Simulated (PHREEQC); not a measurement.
**Reverse-osmosis permeate (model solution)**

Model water analysis in mmol/kgw, 15 °C, pH 6.04, pe 9.7: Na 0.0203; K 0.000636; Ca 0.107; Mg 0.021; Cl 0.125; S(6) 0.0404; Alkalinity (meq/kgw) 0.0811; Zn 0.000253; Pb 4.18e-05; Si 0.00223; F 4.48e-05; N(5) 0.00201; Li 8.5e-05.

Valence states are taken as typed.

The numbers come from PHREEQC with the ion-association model, wateq4f.dat.

```
Item                            Result
--------------------  ----------------
ionic strength        0.000450 mol/kgw
charge-balance error            -2.0 %
```

| species | molality | activity | log γ |
|---|---|---|---|
| CO2 | 0.000191 | 0.000191 | 0.000 |
| Cl- | 0.000125 | 0.000122 | -0.010 |
| Ca+2 | 0.000106 | 9.67e-5 | -0.041 |
| HCO3- | 8.19e-5 | 8.00e-5 | -0.010 |
| SO4-2 | 3.96e-5 | 3.61e-5 | -0.041 |
| Mg+2 | 2.09e-5 | 1.90e-5 | -0.041 |
| Na+ | 2.03e-5 | 1.98e-5 | -0.010 |
| H4SiO4 | 2.23e-6 | 2.23e-6 | 0.000 |

No solid was allowed to form. SiF6-2 is the database's only silicon fluoride.
